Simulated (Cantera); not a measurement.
A Cantera script and its output.

```python
import numpy as np
import cantera as ct

gas = ct.Solution("gri30.yaml")
gas.TPX = 2150, 3500, {'CH4': 0.02, 'H2': 1, 'N2': 0.0083, 'H2O': 0.015}
reactor = ct.IdealGasConstPressureReactor(gas, energy="off", clone=False)
net = ct.ReactorNet([reactor])
net.rtol, net.atol = 1e-08, 1e-18
show = ['CH4', 'H2', 'C2H4', 'H', 'C2H']
times = np.geomspace(5e-06, 3, 11)

steps = ct.SolutionArray(gas, extra=["t"])
rows = []
print(f"{'t/s':>10s}{'T/K':>9s}{'P/Pa':>11s}" + "".join(f"{s:>11s}" for s in show))
for t in times:
    while net.time < t:
        t_next = net.step()
        steps.append(gas.state, t=t_next)
    rows.append([np.interp(t, steps.t, y) for y in (steps.T, steps.P, *steps(*show).X.T)])
    print(f"{t:10.3e}{rows[-1][0]:9.1f}{rows[-1][1]:11.4g}" + "".join(f"{x:11.3e}" for x in rows[-1][2:]))
rate = np.gradient(steps.T, steps.t)
print("integrator steps:", len(steps.t))
if steps.T.max() > steps.T[0] + 200:
    print(f"time of steepest temperature rise: {steps.t[rate.argmax()]:.4e} s")
gas.TPX = 2150, 3500, {'CH4': 0.02, 'H2': 1, 'N2': 0.0083, 'H2O': 0.015}
gas.equilibrate("TP")
print(f"equilibrium (TP): T = {gas.T:.1f} K  " + "  ".join(f"{s} {gas[s].X[0]:.3e}" for s in show))
```

Result:

```
       t/s      T/K       P/Pa        CH4         H2       C2H4          H        C2H
 5.000e-06   2150.0       3500  1.916e-02  9.585e-01  1.258e-11  1.499e-05  1.552e-20
 1.891e-05   2150.0       3500  1.914e-02  9.584e-01  9.306e-10  6.476e-05  2.165e-17
 7.155e-05   2150.0       3500  1.906e-02  9.582e-01  4.629e-08  2.617e-04  1.926e-14
 2.707e-04   2150.0       3500  1.876e-02  9.575e-01  1.933e-06  1.003e-03  1.617e-11
 1.024e-03   2150.0       3500  1.756e-02  9.550e-01  3.229e-05  3.704e-03  9.444e-09
 3.873e-03   2150.0       3500  1.141e-02  9.519e-01  5.586e-05  9.747e-03  7.723e-07
 1.465e-02   2150.0       3500  2.677e-03  9.538e-01  6.495e-06  1.373e-02  3.115e-06
 5.542e-02   2150.0       3500  6.656e-04  9.531e-01  1.387e-06  1.706e-02  3.919e-06
 2.096e-01   2150.0       3500  3.427e-04  9.536e-01  7.083e-07  1.950e-02  2.978e-06
 7.931e-01   2150.0       3500  1.108e-04  9.542e-01  3.065e-07  2.149e-02  1.842e-06
 3.000e+00   2150.0       3500  1.721e-05  9.542e-01  2.341e-07  2.217e-02  1.583e-06
integrator steps: 1303
equilibrium (TP): T = 2150.0 K  CH4 7.625e-06  H2 9.541e-01  C2H4 1.271e-07  H 2.218e-02  C2H 8.623e-07
```

Detailed kinetics in Cantera: GRI-Mech 3.0 (53 species, 325 reactions). GRI-Mech 3.0 stops at C3 and has no aromatics, soot or wall deposition, so with more carbon than oxygen in the feed, carbon stays in small species such as C2H2 where larger ones or solid carbon would form. Radical loss at walls, strong at low pressure, is not modelled.
